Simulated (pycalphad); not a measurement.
# Phase fractions of Al-27.68Si-0.72Mg (at.%)

All values are pycalphad results on the COST 507 light-alloy database (1999) (1 atm), not direct measurements. The database dates from 1999; later assessments differ in places, in temperatures and in the compounds included. Amounts are mole fractions of atoms. Kinetics are ignored, which matters at the lower temperatures.

```csv
T (°C),liquid,diamond (Si),fcc,MG2SI
827,1.000,-,-,-
777,0.978,0.022,-,-
727,0.931,0.069,-,-
677,0.891,0.109,-,-
627,?,?,-,-
577,0.826,0.174,-,-
527,-,0.268,0.727,0.005
477,-,0.270,0.723,0.007
427,-,0.271,0.720,0.009
377,-,0.272,0.718,0.010
327,-,0.273,?,0.010
277,-,0.273,0.716,0.010
227,-,0.273,0.716,0.011
177,-,0.273,0.716,0.011
127,-,0.273,0.716,0.011
77,-,0.273,0.716,0.011
```

Question: Fill in the missing entries.

Answer: 
- 627, liquid: 0.856
- 627, diamond (Si): 0.144
- 327, fcc: 0.717

Database names, with the compositions (at.%) that they take in these runs: MG2SI: Mg 67 Si 33.
